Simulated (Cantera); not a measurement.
A closed system holds: 1 mol AlCl₃, 0.73 mol H₂O, 4.2 mol N₂, equilibrated at 600 K and 0.133 bar.

Method: chemical equilibrium by Gibbs-energy minimisation in Cantera with the NASA 1993 tables (ideal gas, pure condensed phases). Candidate condensed phases: Al, AlCl₃, AlN, Al₂O₃, H₂O, NH₄Cl; 45 gas species. Condensed phases not in the tables: AlOCl. Equilibrium is a limit: real reactors are often held back by kinetics, nucleation or transport.

Base state: N₂ 0.705, HCl 0.245, Al₂Cl₆ 0.0361, AlCl₃ 0.0140 (mole fractions); condensed: Al₂O₃(s).

Task: What changes in the equilibrium state with this change: AlCl₃ replaced by Al(CH₃)₃?

Result: 
```
species           before     after
----------------  ------  --------
N₂                 0.705     0.555
CH₄                    0     0.292
H₂                 <1e-9     0.152
HCl                0.245         0
Al₂Cl₆            0.0361         0
AlCl₃             0.0140         0
NH₃                <1e-9  0.000246
Al₂O₃(s), mol      0.243     0.243
AlN(s), mol            0     0.513
C(graphite), mol       0     0.927
```
The feed counts by its element totals alone. Further candidate phases: C, C₆H₆, C₇H₈, C₈H₁₈.
